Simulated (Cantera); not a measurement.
Feed: 1 mol H₂S, 0.0083 mol SO₂, 26 mol N₂, held at 2025 K.

Method: chemical equilibrium by Gibbs-energy minimisation in Cantera with the NASA 1993 tables (ideal gas, pure condensed phases). Candidate condensed phases: H₂O, H₂SO₄, S; 35 gas species. The ideal-gas law is rough above about 30 bar. Kinetics and transport are ignored.

x: gas mole fraction; nothing condenses.

```json
[
 {"P (Pa)": "10", "x N₂": "0.920", "x H₂": "0.0210", "x H": "0.0279", "x S": "0.0253", "x H₂S": "7.84e-6", "x S₂": "0.00457"},
 {"P (Pa)": "120", "x N₂": "0.935", "x H₂": "0.0302", "x H": "0.00965", "x S": "0.0115", "x H₂S": "6.17e-5", "x S₂": "0.0114"},
 {"P (Pa)": "1400", "x N₂": "0.942", "x H₂": "0.0333", "x H": "(withheld)", "x S": "(withheld)", "x H₂S": "(withheld)", "x S₂": "0.0152"},
 {"P (Pa)": "17000", "x N₂": "0.945", "x H₂": "0.0336", "x H": "0.000855", "x S": "0.00116", "x H₂S": "0.000976", "x S₂": "0.0163"},
 {"P (Pa)": "210000", "x N₂": "0.947", "x H₂": "0.0317", "x H": "(withheld)", "x S": "(withheld)", "x H₂S": "(withheld)", "x S₂": "0.0157"},
 {"P (Pa)": "2500000", "x N₂": "0.949", "x H₂": "0.0267", "x H": "6.28e-5", "x S": "8.65e-5", "x H₂S": "0.00851", "x S₂": "0.0134"},
 {"P (Pa)": "30000000", "x N₂": "0.953", "x H₂": "0.0184", "x H": "1.51e-5", "x S": "2.10e-5", "x H₂S": "0.0171", "x S₂": "0.00942"}
]
```

Some entries are withheld; supply them.


- 1400, x H: 0.00297
- 1400, x S: 0.00390
- 1400, x H₂S: 0.000268
- 210000, x H: 0.000236
- 210000, x S: 0.000324
- 210000, x H₂S: 0.00318
